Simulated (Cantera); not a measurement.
An adiabatic, constant-volume homogeneous reactor starts with CH4 : O2 : N2 = 1 : 0.87 : 3.27 (molar parts), equivalence ratio 2.3, at 1223 K and 0.642 atm. Integrator tolerance rtol = 1e-08.

Detailed kinetics in Cantera: GRI-Mech 3.0 (53 species, 325 reactions).

What does this change do: initial temperature 1223 to 1625 K?


```csv
quantity,before,after
time of steepest temperature rise,70.3 ms,0.654 ms
temperature at 0.300 s,2405 K,2675 K
equilibrium temperature,2405 K,2675 K
x(CH4) at 0.300 s,1.52e-10 (gas-phase equilibrium 1.71e-10),3.37e-11 (gas-phase equilibrium 3.77e-11)
x(O2) at 0.300 s,2.19e-6 (gas-phase equilibrium 2.19e-6),3.43e-5 (gas-phase equilibrium 3.43e-5)
x(OH) at 0.300 s,0.000554 (gas-phase equilibrium 0.000554),0.00258 (gas-phase equilibrium 0.00258)
x(NO2) at 0.300 s,2.02e-10 (gas-phase equilibrium 2.02e-10),3.49e-9 (gas-phase equilibrium 3.49e-9)
x(O) at 0.300 s,1.06e-5 (gas-phase equilibrium 1.06e-5),0.000167 (gas-phase equilibrium 0.000167)
x(C2H4) at 0.300 s,<1e-12 (gas-phase equilibrium <1e-12),<1e-12 (gas-phase equilibrium <1e-12)
```

What does this change do: initial temperature 1223 to 1200 K?


| quantity | before | after |
|---|---|---|
| time of steepest temperature rise | 70.3 ms | 98.1 ms |
| temperature at 0.300 s | 2405 K | 2388 K |
| equilibrium temperature | 2405 K | 2388 K |
| x(CH4) at 0.300 s | 1.52e-10 (gas-phase equilibrium 1.71e-10) | 1.68e-10 (gas-phase equilibrium 1.90e-10) |
| x(O2) at 0.300 s | 2.19e-6 (gas-phase equilibrium 2.19e-6) | 1.79e-6 (gas-phase equilibrium 1.79e-6) |
| x(OH) at 0.300 s | 0.000554 (gas-phase equilibrium 0.000554) | 0.000495 (gas-phase equilibrium 0.000495) |
| x(NO2) at 0.300 s | 2.02e-10 (gas-phase equilibrium 2.02e-10) | 1.64e-10 (gas-phase equilibrium 1.64e-10) |
| x(O) at 0.300 s | 1.06e-5 (gas-phase equilibrium 1.06e-5) | 8.69e-6 (gas-phase equilibrium 8.69e-6) |
| x(C2H4) at 0.300 s | <1e-12 (gas-phase equilibrium <1e-12) | <1e-12 (gas-phase equilibrium <1e-12) |

What does this change do: O2 0.87 to 1.1 parts?


| quantity | before | after |
|---|---|---|
| time of steepest temperature rise | 70.3 ms | 50.6 ms |
| temperature at 0.300 s | 2405 K | 2758 K |
| equilibrium temperature | 2405 K | 2758 K |
| x(CH4) at 0.300 s | 1.52e-10 (gas-phase equilibrium 1.71e-10) | 9.13e-12 (gas-phase equilibrium 1.04e-11) |
| x(O2) at 0.300 s | 2.19e-6 (gas-phase equilibrium 2.19e-6) | 0.000246 (gas-phase equilibrium 0.000246) |
| x(OH) at 0.300 s | 0.000554 (gas-phase equilibrium 0.000554) | 0.00610 (gas-phase equilibrium 0.00610) |
| x(NO2) at 0.300 s | 2.02e-10 (gas-phase equilibrium 2.02e-10) | 3.02e-8 (gas-phase equilibrium 3.02e-8) |
| x(O) at 0.300 s | 1.06e-5 (gas-phase equilibrium 1.06e-5) | 0.000550 (gas-phase equilibrium 0.000550) |
| x(C2H4) at 0.300 s | <1e-12 (gas-phase equilibrium <1e-12) | <1e-12 (gas-phase equilibrium <1e-12) |
